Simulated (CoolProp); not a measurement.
Model: reference Helmholtz-energy equation of state, Lemmon 2006, in CoolProp. It is a short technical equation, of lower accuracy than the large ones.

**Question.** For acetone, give the phase and the density (kg/m³), cp (kJ/(kg K)), isothermal compressibility (1/MPa), expansivity (1/kK) at 397.2 K and 4.4 MPa.

**Answer.** 
- 397.2 K and 4.4 MPa: liquid; density 670, cp 2.46, isothermal compressibility 0.00360, expansivity 2.08
